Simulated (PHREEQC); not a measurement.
A solution holds 0.3 mol/kgw HCl, 0.00015 mol/kgw CuSO4 and 0.0043 mol/kgw Na2SO4, at 25 °C. Closed to the air; pH follows from the charge balance.

Equilibrium calculation in PHREEQC: ion-association model, wateq4f.dat.

```csv
quantity,before,after
pH,0.64,5.82
ionic strength (mol/kgw),0.305,0.0131
HSO4- (mol/kgw),0.00395,4.50e-7
SO4-2 (mol/kgw),0.000493,0.00430
Cu+2 (mol/kgw),0.000120,0.000109
NaSO4- (mol/kgw),5.32e-6,0.000116
SI of Chalcanthite (CuSO4:5H2O),-5.75,-4.08
SI of Mirabilite (Na2SO4:10H2O),-7.25,-5.69
```

**Question.** What was changed between the two runs?
A. Na2SO4 from 0.0043 to 0.00645 mol/kgw
B. Na2SO4 from 0.0043 to 0.043 mol/kgw
C. HCl left out
D. Na2SO4 replaced by NaHF2 at the same molality
E. temperature from 25 to 50 °C

**Answer.** C, HCl left out

Precipitation was switched off in this run. Some of these states are supersaturated (in Brochantite, for instance).
